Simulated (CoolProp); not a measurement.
A closed Brayton cycle with dry air: compressor inlet 315.15 K and 0.53 MPa, high pressure 1.65 MPa, turbine inlet 725 K, compressor efficiency 0.8, turbine efficiency 0.9, recuperator effectiveness 0 (on enthalpy, no pinch check). Each further row changes one setting.

Values from CoolProp's reference Helmholtz-energy equation of state, Lemmon 2000. It is a pseudo-pure fit of the blend.

```tsv
case	thermal efficiency (%)	net work (kJ/kg)	compressor to turbine work	compressor exit (K)	turbine exit (K)
as stated	11.6	32.0	0.83	465.2	552.0
turbine inlet 675 K	?	19.0	?	465.2	?
compressor inlet 325.15 K	?	?	0.85	?	552.0
high pressure 1.4 MPa	11.3	33.9	0.79	?	574.2
recuperator effectiveness 0.5	13.9	32.0	0.83	465.2	552.0
```

Fill in the missing entries.


- turbine inlet 675 K, thermal efficiency (%): 8.6
- turbine inlet 675 K, compressor to turbine work: 0.89
- turbine inlet 675 K, turbine exit (K): 512.5
- compressor inlet 325.15 K, thermal efficiency (%): 10.5
- compressor inlet 325.15 K, net work (kJ/kg): 27.1
- compressor inlet 325.15 K, compressor exit (K): 479.7
- high pressure 1.4 MPa, compressor exit (K): 440.5
